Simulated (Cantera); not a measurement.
Input: 1 mol Fe₂O₃, 2.2 mol SO₃, 0.14 mol CO₂, held at 1148.15 K and 42000 Pa.

Cantera equilibrium calculation (NASA polynomials, part measured and part estimated; ideal gas, pure solids and liquids). Candidate condensed phases: C, Fe, Fe(CO)₅, FeO, FeS, FeSO₄, FeS₂, Fe₂O₃, Fe₂(SO₄)₃, Fe₃O₄, S; 25 gas species. Kinetics and transport are ignored.

Base state: SO₂ 0.584, O₂ 0.292, SO₃ 0.0816, CO₂ 0.0424 (mole fractions); condensed: Fe₂O₃(s).

**Question.** What changes in the equilibrium state with this change: temperature from 1148.15 K to 1823.15 K?

**Answer.** 
```tsv
species	before	after
SO₂	0.584	0.608
O₂	0.292	0.350
CO₂	0.0424	0.0388
SO₃	0.0816	0.00227
SO	<1e-9	4.06e-5
CO	<1e-9	2.64e-5
O	6.64e-9	0.000138
Fe₂O₃(s), mol	1.00	0
Fe₃O₄(s), mol	0	0.667
```
